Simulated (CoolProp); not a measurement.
R1336mzz(Z) at 371.32 K and 0.574 MPa is compressed adiabatically to 3.27 MPa with isentropic efficiency 0.6. Each further row changes one setting.

Model: reference Helmholtz-energy equation of state, McLinden 2020, in CoolProp.

```csv
case,work (kJ/kg),final temperature (K),final density (kg/m³)
as stated,36.7,455.3,348
efficiency 1,22.0,452.3,441
efficiency 0.65,33.9,454.6,363
```
